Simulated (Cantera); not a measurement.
Equilibrium for chemical vapour transport: Fe + HCl + O₂

Feed: 1 mol Fe, 0.03 mol HCl, 1.5 mol O₂, equilibrated at 95.0 mbar.

Cantera equilibrium calculation (NASA polynomials, part measured and part estimated; ideal gas, pure solids and liquids). Candidate condensed phases: Fe, FeCl₂, FeCl₃, FeO, Fe(OH)₂, Fe(OH)₃, Fe₂O₃, Fe₃O₄, H₂O; 22 gas species. Kinetics and transport are ignored.

```tsv
T (°C)	x O₂	x HCl	x Cl	x H₂O	x Cl₂	x FeCl₂	x OH	x FeCl₃	n Fe₂O₃(s)
827	0.961	0.0262	0.000379	0.00618	0.00596	7.34e-6	4.45e-7	1.47e-5	0.500
877	0.961	0.0272	0.000647	0.00567	0.00528	2.16e-5	9.24e-7	2.41e-5	0.500
927	0.961	0.0280	0.00104	0.00527	0.00463	5.69e-5	1.81e-6	3.67e-5	0.500
977	0.961	0.0285	0.00160	0.00500	0.00399	0.000134	3.39e-6	5.15e-5	0.500
1027	0.960	0.0287	0.00232	0.00488	0.00333	0.000282	6.11e-6	6.60e-5	0.500
1077	0.960	0.0286	0.00320	0.00492	0.00267	0.000531	1.07e-5	7.62e-5	0.500
1127	0.959	0.0281	0.00417	0.00515	0.00204	0.000895	1.84e-5	7.91e-5	0.500
1177	0.959	0.0273	0.00517	0.00555	0.00149	0.00136	3.09e-5	7.41e-5	0.499
1227	0.958	0.0261	0.00614	0.00611	0.00105	0.00190	5.09e-5	6.40e-5	0.499
1277	0.958	0.0247	0.00707	0.00679	0.000725	0.00247	8.18e-5	5.20e-5	0.499
```
x: gas mole fraction; n: condensed amount in mol.

From 827 °C to 1277 °C the condensed part is Fe₂O₃(s). The main Fe-bearing gas is FeCl₃ at 827 °C and FeCl₂ at 1277 °C.
